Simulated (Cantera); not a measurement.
Low-pressure radical oxidation in H2/O2

An isothermal, constant-pressure homogeneous reactor starts with H2 : O2 : N2 = 0.059 : 1 : 0.2 (molar parts), at 1223 K and 0.0128 atm.

Model: GRI-Mech 3.0 (53 species, 325 reactions), integrated in Cantera. Radical loss at walls, strong at low pressure, is not modelled. The temperature is held fixed by assumption; the heat of reaction is taken as removed at once.

```json
[
 {"t (s)": "2.00e-5", "x H2": "0.0469", "x O2": "0.794", "x OH": "1.74e-10", "x NO2": "<1e-12", "x HO2": "1.02e-9", "x H": "8.57e-10", "x H2O": "1.76e-11"},
 {"t (s)": "4.55e-5", "x H2": "0.0469", "x O2": "0.794", "x OH": "7.36e-10", "x NO2": "<1e-12", "x HO2": "2.33e-9", "x H": "1.69e-9", "x H2O": "1.77e-10"},
 {"t (s)": "0.000104", "x H2": "0.0469", "x O2": "0.794", "x OH": "2.81e-9", "x NO2": "<1e-12", "x HO2": "5.30e-9", "x H": "3.46e-9", "x H2O": "1.60e-9"},
 {"t (s)": "0.000236", "x H2": "0.0469", "x O2": "0.794", "x OH": "1.18e-8", "x NO2": "<1e-12", "x HO2": "1.21e-8", "x H": "1.02e-8", "x H2O": "1.44e-8"},
 {"t (s)": "0.000537", "x H2": "0.0469", "x O2": "0.794", "x OH": "1.05e-7", "x NO2": "<1e-12", "x HO2": "2.79e-8", "x H": "7.94e-8", "x H2O": "2.07e-7"},
 {"t (s)": "0.00122", "x H2": "0.0468", "x O2": "0.794", "x OH": "9.24e-6", "x NO2": "<1e-12", "x HO2": "1.06e-7", "x H": "6.87e-6", "x H2O": "2.06e-5"},
 {"t (s)": "0.00278", "x H2": "0.00882", "x O2": "0.766", "x OH": "0.00597", "x NO2": "<1e-12", "x HO2": "3.12e-6", "x H": "0.00972", "x H2O": "0.0302"},
 {"t (s)": "0.00632", "x H2": "0.000837", "x O2": "0.759", "x OH": "0.00332", "x NO2": "<1e-12", "x HO2": "2.72e-6", "x H": "0.00716", "x H2O": "0.0409"},
 {"t (s)": "0.0144", "x H2": "0.000722", "x O2": "0.764", "x OH": "0.00309", "x NO2": "2.81e-12", "x HO2": "2.64e-6", "x H": "0.00565", "x H2O": "0.0420"},
 {"t (s)": "0.0328", "x H2": "0.000529", "x O2": "0.771", "x OH": "0.00266", "x NO2": "6.23e-12", "x HO2": "2.44e-6", "x H": "0.00342", "x H2O": "0.0438"},
 {"t (s)": "0.0746", "x H2": "0.000283", "x O2": "0.780", "x OH": "0.00195", "x NO2": "1.26e-11", "x HO2": "1.99e-6", "x H": "0.00129", "x H2O": "0.0458"},
 {"t (s)": "0.170", "x H2": "9.93e-5", "x O2": "0.786", "x OH": "0.00116", "x NO2": "2.72e-11", "x HO2": "1.27e-6", "x H": "0.000262", "x H2O": "0.0471"},
 {"t (s)": "0.386", "x H2": "2.53e-5", "x O2": "0.788", "x OH": "0.000587", "x NO2": "5.92e-11", "x HO2": "5.86e-7", "x H": "3.36e-5", "x H2O": "0.0476"},
 {"t (s)": "0.879", "x H2": "5.83e-6", "x O2": "0.789", "x OH": "0.000283", "x NO2": "1.03e-10", "x HO2": "2.08e-7", "x H": "3.74e-6", "x H2O": "0.0478"},
 {"t (s)": "2.00", "x H2": "1.43e-6", "x O2": "0.789", "x OH": "0.000141", "x NO2": "1.31e-10", "x HO2": "6.69e-8", "x H": "4.59e-7", "x H2O": "0.0479"}
]
```
x: mole fraction; the columns are a selection and need not sum to one.

Equilibrium at this temperature and pressure: H2 9.69e-9, O2 0.789, OH 1.17e-5, NO2 6.87e-7, HO2 1.09e-8, H 2.61e-10, H2O 0.0480 (gas phase only).
